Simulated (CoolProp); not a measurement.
Properties of methanol along the isobar 106 bar (Tc = 240.2 °C, pc = 82.16 bar, ω = 0.565).

Model: reference Helmholtz-energy equation of state, de Reuck 1993, in CoolProp.

```tsv
T (°C)	phase	density (kg/m³)	Joule-Thomson coefficient (K/MPa)	isothermal compressibility (1/MPa)	viscosity (µPa s)	Prandtl number
-65.55	liquid	878.9	-0.3975	0.0006461	3760	37.8
-49.35	liquid	863.6	-0.3908	0.0007153	2380	24.4
-33.15	liquid	848.5	-0.3821	0.0007884	1620	17.2
-17.05	liquid	833.7	-0.3716	0.0008672	1170	12.8
-0.85	liquid	819.1	-0.3588	0.0009538	869	9.90
15.25	liquid	804.8	-0.3434	0.001048	669	7.98
31.45	liquid	790.4	-0.3248	0.001155	528	6.63
47.55	liquid	776.0	-0.3031	0.001275	427	5.67
63.75	liquid	761.3	-0.2781	0.001416	352	4.96
79.95	liquid	746.0	-0.2496	0.001585	295	4.42
96.05	liquid	730.1	-0.2174	0.001791	250	4.01
112.25	liquid	713.2	-0.1802	0.002054	214	3.68
128.35	liquid	695.1	-0.1369	0.002397	185	3.40
144.55	liquid	675.3	-0.08451	0.002865	160	3.17
160.75	liquid	653.3	-0.01886	0.003530	139	2.97
176.85	liquid	628.7	0.06691	0.004525	120	2.79
```

Viscosity comes from a separate model (Xiang 2006). Thermal conductivity comes from a separate model (Sykioti 2013).
